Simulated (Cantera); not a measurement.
Charge: 1 mol c-C₄F₈, 0.039 mol F₂, 0.7 mol H₂, equilibrated at 2.80 Pa.

Method: chemical equilibrium by Gibbs-energy minimisation in Cantera with the NASA 1993 tables (ideal gas, pure condensed phases). Candidate condensed phases: C, C₆H₆, C₇H₈, C₈H₁₈; 95 gas species. The feed counts by its element totals alone. Rates play no part.

### Question
At 1852 °C, list the 5 most abundant gas species with their mole fractions, and the condensed phases.

### Answer
F 0.772, HF 0.180, CF₂ 0.0409, CF 0.00639, H 7.29e-5. Condensed: C(graphite).
